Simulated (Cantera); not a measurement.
A Cantera script and its output.

```python
import numpy as np
import cantera as ct

gas = ct.Solution("SiF4_NH3_mec.yaml", "gas")
gas.TPX = 2373, 18000, {'NH3': 1, 'N2': 1.7}
reactor = ct.IdealGasConstPressureReactor(gas, energy="off", clone=False)
net = ct.ReactorNet([reactor])
net.rtol, net.atol = 1e-08, 1e-18
show = ['NH3', 'H', 'H2', 'NH', 'N2H2', 'N']
times = np.geomspace(6e-06, 60, 14)

steps = ct.SolutionArray(gas, extra=["t"])
rows = []
print(f"{'t/s':>10s}{'T/K':>9s}{'P/Pa':>11s}" + "".join(f"{s:>11s}" for s in show))
for t in times:
    while net.time < t:
        t_next = net.step()
        steps.append(gas.state, t=t_next)
    rows.append([np.interp(t, steps.t, y) for y in (steps.T, steps.P, *steps(*show).X.T)])
    print(f"{t:10.3e}{rows[-1][0]:9.1f}{rows[-1][1]:11.4g}" + "".join(f"{x:11.3e}" for x in rows[-1][2:]))
rate = np.gradient(steps.T, steps.t)
print("integrator steps:", len(steps.t))
if steps.T.max() > steps.T[0] + 200:
    print(f"time of steepest temperature rise: {steps.t[rate.argmax()]:.4e} s")
gas.TPX = 2373, 18000, {'NH3': 1, 'N2': 1.7}
gas.equilibrate("TP")
print(f"equilibrium (TP): T = {gas.T:.1f} K  " + "  ".join(f"{s} {gas[s].X[0]:.3e}" for s in show))
```

Output:

```
       t/s      T/K       P/Pa        NH3          H         H2         NH       N2H2          N
 6.000e-06   2373.0    1.8e+04  3.701e-01  7.403e-06  1.212e-04  2.118e-07  1.453e-08  2.569e-10
 2.073e-05   2373.0    1.8e+04  3.693e-01  7.864e-06  4.422e-04  3.483e-06  2.579e-07  1.261e-08
 7.163e-05   2373.0    1.8e+04  3.666e-01  1.526e-05  1.873e-03  2.919e-05  3.805e-06  1.975e-07
 2.475e-04   2373.0    1.8e+04  3.564e-01  6.136e-05  1.181e-02  6.774e-05  1.145e-05  1.222e-06
 8.551e-04   2373.0    1.8e+04  3.226e-01  1.773e-04  4.943e-02  8.677e-05  9.850e-06  4.116e-06
 2.954e-03   2373.0    1.8e+04  2.326e-01  4.738e-04  1.486e-01  9.635e-05  6.291e-06  8.303e-06
 1.021e-02   2373.0    1.8e+04  8.467e-02  1.241e-03  3.109e-01  7.589e-05  1.924e-06  1.077e-05
 3.527e-02   2373.0    1.8e+04  2.733e-03  4.790e-03  3.989e-01  2.497e-05  5.022e-08  1.163e-05
 1.219e-01   2373.0    1.8e+04  2.540e-06  1.994e-02  3.914e-01  4.259e-07  3.382e-12  8.489e-07
 4.210e-01   2373.0    1.8e+04  4.693e-07  2.072e-02  3.908e-01  8.520e-08  9.264e-13  1.767e-07
 1.455e+00   2373.0    1.8e+04  4.048e-07  2.072e-02  3.908e-01  7.349e-08  9.017e-13  1.524e-07
 5.026e+00   2373.0    1.8e+04  4.048e-07  2.072e-02  3.908e-01  7.348e-08  9.017e-13  1.524e-07
 1.737e+01   2373.0    1.8e+04  4.048e-07  2.072e-02  3.908e-01  7.348e-08  9.017e-13  1.524e-07
 6.000e+01   2373.0    1.8e+04  4.048e-07  2.072e-02  3.908e-01  7.348e-08  9.017e-13  1.524e-07
integrator steps: 1800
equilibrium (TP): T = 2373.0 K  NH3 4.048e-07  H 2.072e-02  H2 3.908e-01  NH 7.348e-08  N2H2 9.017e-13  N 1.524e-07
```

Computed with Cantera and the gas-phase N/H chemistry of the illustrative SiF4/NH3 mechanism in the Surface Chemkin manual (1991). Walls and surfaces, which speed up NH3 decomposition in real reactors, are not modelled.
